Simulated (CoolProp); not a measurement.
Vapour-liquid equilibrium of isobutene (1) + n-butane (2) at 294.3 K; x and y are mole fractions of (1).

Model: multi-fluid Helmholtz-energy mixture model, Lemmon 2005 and Bücker 2006; pair parameters Bell 2016, in CoolProp.

**Question.** Give the bubble pressure and the first vapour's composition at x = 0.25, 0.55, 0.85. Is there an azeotrope?

**Answer.** x = 0.25: 2.319 bar, y = 0.296; x = 0.55: 2.487 bar, y = 0.599; x = 0.85: 2.638 bar, y = 0.871. No azeotrope shows between x = 0.05 and 0.95.

Pair parameters are fitted to limited data, so mixtures are less certain than the pure fluids.
